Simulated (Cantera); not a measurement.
An isothermal, constant-pressure homogeneous reactor starts with N₂O : H₂ : N₂ = 1 : 0.069 : 0.59 (molar parts), at 1500 K and 540 Pa.

Cantera simulation using GRI-Mech 3.0 (53 species, 325 reactions); the numbers are that mechanism's predictions, not measurements. GRI-Mech 3.0 was tuned for natural gas; its chemistry of N2O as a main component is partial and can be far from experiment. Radical loss at walls, strong at low pressure, is not modelled. The temperature is held fixed by assumption; the heat of reaction is taken as removed at once.

Question: Predict: x(N₂O) at 100 s; x(H₂) at 100 s; x(OH) at 100 s; x(O₂) at 100 s; x(N₂) at 100 s.

Answer: 
```json
{
 "x(N₂O) at 100 s": "1.40e-6 (gas-phase equilibrium 5.36e-9)",
 "x(H₂) at 100 s": "2.01e-6 (gas-phase equilibrium 1.80e-6)",
 "x(OH) at 100 s": "0.000159 (gas-phase equilibrium 0.000166)",
 "x(O₂) at 100 s": "0.177 (gas-phase equilibrium 0.218)",
 "x(N₂) at 100 s": "0.706 (gas-phase equilibrium 0.748)"
}
```
